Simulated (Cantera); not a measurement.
Feed: 1 mol Fe2O3, 4.3 mol C, 0.25 mol CO, held at 0.0100 bar.

Equilibrium computed with Cantera from the NASA thermochemical tables; the gas is ideal and each condensed phase is pure. Candidate condensed phases: C, Fe, Fe(CO)5, FeO, Fe2O3, Fe3O4; 15 gas species. Iron dissolves carbon and melts from about 1420 K in contact with it, which pure phases cannot show. Condensed phases not in the tables: cementite and carbon dissolved in iron. Kinetics and transport are ignored.

log p: log10 of the partial pressure in bar; n: condensed amount in mol.

```tsv
T (°C)	log p CO	log p Fe	log p CO2	log p C3	log p C	log p C2	log p C2O	n C(graphite)	n Fe(α)	n Fe(γ)	n Fe(δ)	n Fe(l)
777	-2.00	-12.81	-4.67	<-14	<-14	<-14	<-14	1.31	2.00	0	0	0
927	-2.00	-10.30	-5.72	<-14	<-14	<-14	<-14	1.30	0	2.00	0	0
1077	-2.00	___	___	<-14	<-14	<-14	<-14	1.30	0	2.00	0	0
1227	-2.00	-6.82	-7.18	<-14	<-14	<-14	<-14	1.30	0	2.00	0	0
1377	-2.00	-5.57	-7.70	<-14	<-14	<-14	-12.95	1.30	0	2.00	0	0
1527	-2.00	___	___	___	___	<-14	___	1.30	0	0	___	0
1677	-2.01	-3.69	-8.50	-11.11	-11.00	-12.18	-10.99	1.30	0	0	0	1.93
1827	-2.05	-2.98	-8.89	-9.54	-9.63	-10.61	-10.25	1.30	0	0	0	1.62
1977	-2.21	-2.42	-9.47	-8.19	-8.44	-9.24	-9.74	1.30	0	0	0	0
```

Task: Complete the blanks.

Result: 
- 1527, log p Fe: -4.53
- 1527, log p CO2: -8.13
- 1527, log p C3: -12.94
- 1527, log p C: -12.60
- 1527, log p C2O: -11.88
- 1527, n Fe(δ): 1.99
- 1077, log p Fe: -8.37
- 1077, log p CO2: -6.54
